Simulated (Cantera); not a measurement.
# Adiabatic ignition

An adiabatic, constant-pressure homogeneous reactor starts with 1.58 % CH₄, 0.0713 % C₂H₆, 1.90 % C₃H₈, 14.1 % O₂, 78.7 % N₂, 3.64 % H₂O, equivalence ratio 0.92, at 1450 K and 10.0 bar.

Computed with Cantera and GRI-Mech 3.0 (53 species, 325 reactions). GRI-Mech 3.0 was tuned for natural gas; its chemistry of propane as a main component is partial and can be far from experiment.

```json
[
 {"t (s)": "9.00e-6", "T (K)": "1449", "x CH₄": "0.0158", "x C₂H₆": "0.000927", "x C₃H₈": "0.0178", "x HCO": "4.86e-8", "x NO": "1.12e-12", "x C₂H₄": "0.00124", "x O₂": "0.140"},
 {"t (s)": "3.49e-5", "T (K)": "1463", "x CH₄": "0.0155", "x C₂H₆": "0.00189", "x C₃H₈": "0.0119", "x HCO": "7.44e-7", "x NO": "2.29e-11", "x C₂H₄": "0.00707", "x O₂": "0.135"},
 {"t (s)": "0.000136", "T (K)": "2611", "x CH₄": "<1e-12", "x C₂H₆": "<1e-12", "x C₃H₈": "<1e-12", "x HCO": "9.42e-9", "x NO": "0.000408", "x C₂H₄": "<1e-12", "x O₂": "0.0156"},
 {"t (s)": "0.000527", "T (K)": "2609", "x CH₄": "<1e-12", "x C₂H₆": "<1e-12", "x C₃H₈": "<1e-12", "x HCO": "9.35e-9", "x NO": "0.00189", "x C₂H₄": "<1e-12", "x O₂": "0.0149"},
 {"t (s)": "0.00204", "T (K)": "2602", "x CH₄": "<1e-12", "x C₂H₆": "<1e-12", "x C₃H₈": "<1e-12", "x HCO": "9.40e-9", "x NO": "0.00512", "x C₂H₄": "<1e-12", "x O₂": "0.0135"},
 {"t (s)": "0.00794", "T (K)": "2599", "x CH₄": "<1e-12", "x C₂H₆": "<1e-12", "x C₃H₈": "<1e-12", "x HCO": "9.43e-9", "x NO": "0.00662", "x C₂H₄": "<1e-12", "x O₂": "0.0129"},
 {"t (s)": "0.0308", "T (K)": "2599", "x CH₄": "<1e-12", "x C₂H₆": "<1e-12", "x C₃H₈": "<1e-12", "x HCO": "9.43e-9", "x NO": "0.00663", "x C₂H₄": "<1e-12", "x O₂": "0.0129"},
 {"t (s)": "0.120", "T (K)": "2599", "x CH₄": "<1e-12", "x C₂H₆": "<1e-12", "x C₃H₈": "<1e-12", "x HCO": "9.43e-9", "x NO": "0.00663", "x C₂H₄": "<1e-12", "x O₂": "0.0129"},
 {"t (s)": "0.464", "T (K)": "2599", "x CH₄": "<1e-12", "x C₂H₆": "<1e-12", "x C₃H₈": "<1e-12", "x HCO": "9.43e-9", "x NO": "0.00663", "x C₂H₄": "<1e-12", "x O₂": "0.0129"},
 {"t (s)": "1.80", "T (K)": "2599", "x CH₄": "<1e-12", "x C₂H₆": "<1e-12", "x C₃H₈": "<1e-12", "x HCO": "9.43e-9", "x NO": "0.00663", "x C₂H₄": "<1e-12", "x O₂": "0.0129"},
 {"t (s)": "7.00", "T (K)": "2599", "x CH₄": "<1e-12", "x C₂H₆": "<1e-12", "x C₃H₈": "<1e-12", "x HCO": "9.43e-9", "x NO": "0.00663", "x C₂H₄": "<1e-12", "x O₂": "0.0129"}
]
```
x: mole fraction; the columns are a selection and need not sum to one.

| Quantity | Result |
|---|---|
| time of steepest temperature rise | 55.5 µs |
| temperature at 7.00 s | 2599 K |
| equilibrium temperature | 2599 K |
| x(CH₄) at 7.00 s | <1e-12 (gas-phase equilibrium <1e-12) |
| x(C₂H₆) at 7.00 s | <1e-12 (gas-phase equilibrium <1e-12) |
| x(C₃H₈) at 7.00 s | <1e-12 (gas-phase equilibrium <1e-12) |
